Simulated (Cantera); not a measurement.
Input: 1 mol SiH₂Cl₂, 1.1 mol N₂, 1.6 mol H₂, equilibrated at 1848 K.

These are equilibrium values from Cantera (NASA tables, ideal gas, pure condensed phases), not measurements of a reactor. Candidate condensed phases: NH₄Cl, Si, Si₃N₄; 28 gas species. The tables' values for SiCl₃, SiCl, SiN are old estimates; treat these amounts as uncertain. Gases not in the tables: Si₂H₆ and higher silanes. The numbers say what is thermodynamically allowed, not how fast it happens.

x: gas mole fraction; n: condensed amount in mol.

```tsv
P (Pa)	x H₂	x HCl	x N₂	x SiCl₂	x Si	x H	x Cl	x SiCl₃	n Si(l)	n Si₃N₄(s)
5	0.392	0.151	0.208	0.102	0.0766	0.0470	0.0137	7.16e-5	…	0
15	0.435	0.136	0.219	0.124	0.0418	0.0286	0.00681	0.000129	…	0
45	0.458	0.144	0.228	0.131	0.0139	0.0169	0.00404	0.000242	…	0
140	0.468	0.147	0.231	0.134	0.00448	0.00970	0.00231	0.000442	0.328	0
410	0.473	0.148	0.233	0.135	0.00153	0.00570	0.00136	0.000766	0.344	0
1200	0.476	0.149	0.233	0.135	0.000523	0.00334	0.000794	0.00131	0.351	0
3700	0.478	0.149	0.234	0.134	0.000170	0.00190	0.000451	0.00229	0.354	0
11000	0.504	0.160	0.192	0.137	5.29e-5	0.00113	0.000275	0.00423	0	0.122
33000	0.493	0.203	0.181	0.113	8.83e-6	0.000648	0.000203	0.00774	0	0.155
100000	0.483	0.246	0.169	0.0844	1.46e-6	0.000369	0.000143	0.0123	0	0.189
```

Complete the blanks.


- 5, n Si(l): 0
- 15, n Si(l): 0.125
- 45, n Si(l): 0.277
